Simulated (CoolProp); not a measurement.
A Linde-Hampson liquefier for normal hydrogen: isothermal reversible compression at 300 K from 1 atm to 5 MPa, throttling to 1 atm, return gas leaving the recuperator 0 K below the feed. Each further row changes one setting.

Model: reference Helmholtz-energy equation of state, Leachman 2009, in CoolProp.

```csv
case,compression work (kJ/kg of gas)
as stated,4860
high pressure 10 MPa,5750
warm-end temperature 330 K,5340
warm-end gap 5 K,4860
```
